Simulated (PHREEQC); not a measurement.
Dissolve 0.089 mol Pb(NO3)2, 0.0085 mol NaF and 4e-05 mol NaCl per kg of water at 40 °C. Closed to the air; pH follows from the charge balance.

The numbers come from PHREEQC with the ion-association model, wateq4f.dat.

Question: The ionic strength comes out as 0.207 mol/kgw. What activity coefficients do H+, PbCl+, PbNO3+, Cl-, Pb+2 get?

Answer: H+ 0.79, PbCl+ 0.74, PbNO3+ 0.74, Cl- 0.70, Pb+2 0.30.

This is a speciation only: nothing precipitates in the calculation. Examples of supersaturated solids here: PbF2, Matlockite. Others may be too. Species that the database lacks are ignored. Constants without temperature data keep their 25 °C values here.
